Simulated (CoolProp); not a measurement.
Vapour-liquid equilibrium of carbonyl sulfide (1) + propane (2) at 0.457 MPa; x and y are mole fractions of (1).

Computed with CoolProp (multi-fluid Helmholtz-energy mixture model, Lemmon 2006 and Lemmon 2009; pair parameters Bell 2016).

Give the bubble temperature and the first vapour's composition at x = 0.35, 0.8, 0.95. Is there an azeotrope?

x = 0.35: 267.4 K, y = 0.416; x = 0.8: 263.5 K, y = 0.838; x = 0.95: 262.2 K, y = 0.962. No azeotrope shows between x = 0.05 and 0.95.

The pair parameters rest on a limited set of measurements; away from them the model extrapolates.
